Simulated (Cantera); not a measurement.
Standard-state values (1 bar) from the NASA 1993 polynomials, evaluated with Cantera. Values are per mole of reaction as written; species without (g) are pure solids or liquids, kept so even where they would boil at 1 bar.

AlCl₃(g) ⇌ 3 Cl(g) + Al(g)

```tsv
T (K)	ΔH° (kJ)	ΔS° (J/K)	ΔG° (kJ)	log10 K
350	1278.9	347.9	1157.2	-172.69
375	…	…	…	…
400	1279.6	349.6	1139.7	-148.83
425	1279.9	350.4	1131.0	-139.00
450	…	…	…	…
475	…	…	…	…
500	1280.7	352.2	1104.6	-115.40
525	1281.0	352.7	1095.8	-109.03
550	…	…	…	…
575	1281.5	353.7	1078.2	-97.94
```

Fill in the missing entries.


- 375, ΔH° (kJ): 1279.3
- 375, ΔS° (J/K): 348.8
- 375, ΔG° (kJ): 1148.5
- 375, log10 K: -159.97
- 450, ΔH° (kJ): 1280.2
- 450, ΔS° (J/K): 351.0
- 450, ΔG° (kJ): 1122.2
- 450, log10 K: -130.26
- 475, ΔH° (kJ): 1280.5
- 475, ΔS° (J/K): 351.6
- 475, ΔG° (kJ): 1113.4
- 475, log10 K: -122.44
- 550, ΔH° (kJ): 1281.2
- 550, ΔS° (J/K): 353.2
- 550, ΔG° (kJ): 1087.0
- 550, log10 K: -103.23
